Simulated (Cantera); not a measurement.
What does this Cantera script print?

```python
import numpy as np
import cantera as ct

gas_names = """
    B BCL BCL2 BCL3 BO BOCL BO2 B2 B2O B2O2 B2O3 B3O3CL3 CL CLO CL2 O O2 O3 Si SiCL SiCL2 SiCL3 SiCL4
    SiO SiO2 Si2 Si3
""".split()
cond_names = """
    B(b) B(L) B2O3(L) Si(cr) Si(L) SiO2(Lqz) SiO2(hqz) SiO2(L)
""".split()


def load(file, names, dense=False):
    # The tables refer to 1 bar. Condensed volumes are neglected.
    table = {s.name: s for s in ct.Species.list_from_file(file)}
    out = []
    for n in names:
        d = dict(table[n].input_data)
        d["thermo"] = dict(d["thermo"], **{"reference-pressure": 1e5})
        if dense:
            d["equation-of-state"] = {"model": "constant-volume", "density": "1e6 g/cm^3"}
        out.append(ct.Species.from_dict(d))
    return out


gas = ct.Solution(thermo="ideal-gas", species=load("nasa_gas.yaml", gas_names))
cond = {s.name: ct.Solution(thermo="fixed-stoichiometry", species=[s], name=s.name)
        for s in load("nasa_condensed.yaml", cond_names, dense=True)}
atoms = {
    'SiO2': {'Si': 1, 'O': 2},
    'BCl3': {'B': 1, 'CL': 3},
    'O2': {'O': 2},
}
top_T = {}  # K; cautious upper limits of use, not melting points


def equilibrate(T, P, feed):
    n = {}
    for name, mol in feed.items():
        for a, k in atoms[name].items():
            n[a] = n.get(a, 0.0) + k * mol
    gas.TPX = T, P, n
    mass = sum(n.values()) * gas.mean_molecular_weight
    gas.equilibrate("TP")
    valid = [c for c in cond.values() if c.min_temp <= T <= top_T.get(c.name, c.max_temp)]
    mix = ct.Mixture([(gas, mass / gas.mean_molecular_weight)] + [(c, 0.0) for c in valid])
    mix.T, mix.P = T, P
    mix.equilibrate("TP", solver="vcs", rtol=1e-11, max_steps=5000)
    return mix


results = []
feed = {'SiO2': 1, 'BCl3': 4.5, 'O2': 1.1}  # mol
P = 1000  # Pa
for T in [875, 900, 925, 950, 975, 1000, 1025, 1050, 1075, 1100, 1125, 1150]:
    mix = equilibrate(T, P, feed)
    results.append((T, P, feed, dict(zip(mix.species_names, mix.species_moles))))

top = {s: max(r[3][s] / sum(r[3][g] for g in gas_names) for r in results) for s in gas_names}
cols = sorted((s for s in top if top[s] > 0.001), key=lambda s: -top[s])[:7]
seen = [c for c in cond_names if any(r[3].get(c, 0) > 1e-12 for r in results)]
print("log10 of partial pressures in bar; condensed amounts in mol")
print(f"{'T/K':>10s}" + "".join(f"{s[:9]:>10s}" for s in cols + seen))
for T, P, feed, n in results:
    ng = sum(n[g] for g in gas_names)
    print(f"{T:10.4g}" + "".join(f"{np.log10(max(n[s] / ng * P / 1e5, 1e-99)):10.3f}" for s in cols)
          + "".join(f"{n.get(c, 0):10.4g}" for c in seen))
```

Result:

```
log10 of partial pressures in bar; condensed amounts in mol
       T/K       CL2      BCL3     SiCL4   B3O3CL3        CL   B2O3(L) SiO2(hqz)
       875    -2.348    -2.523    -2.690    -3.326    -5.511     1.169         0
       900    -2.348    -2.527    -2.690    -3.302    -5.305     1.155         0
       925    -2.348    -2.531    -2.690    -3.279    -5.111     1.142         0
       950    -2.351    -2.512    -2.727    -3.236    -4.928     1.063   0.07606
       975    -2.353    -2.496    -2.764    -3.197    -4.754    0.9869    0.1473
      1000    -2.356    -2.482    -2.801    -3.162    -4.589    0.9151    0.2129
      1025    -2.358    -2.470    -2.838    -3.130    -4.431    0.8475    0.2731
      1050    -2.361    -2.460    -2.874    -3.102    -4.282    0.7844     0.328
      1075    -2.364    -2.452    -2.909    -3.077    -4.139    0.7256     0.378
      1100    -2.367    -2.445    -2.944    -3.055    -4.003    0.6709    0.4234
      1125    -2.371    -2.440    -2.978    -3.034    -3.873      0.62    0.4646
      1150    -2.375    -2.435    -3.012    -3.016    -3.750    0.5726     0.502
```

Cantera equilibrium calculation (NASA polynomials, part measured and part estimated; ideal gas, pure solids and liquids). Mutual solubility and eutectic melting of coexisting phases are not modelled. The tables' values for BOCl are old estimates; treat these amounts as uncertain. The tables hold silica as quartz up to 1696 K and as liquid above; real silica turns to tridymite and cristobalite and melts near 1996 K. Condensed phases not in the tables: borates and borosilicate glass, alloys, solid solutions and most ternary compounds.
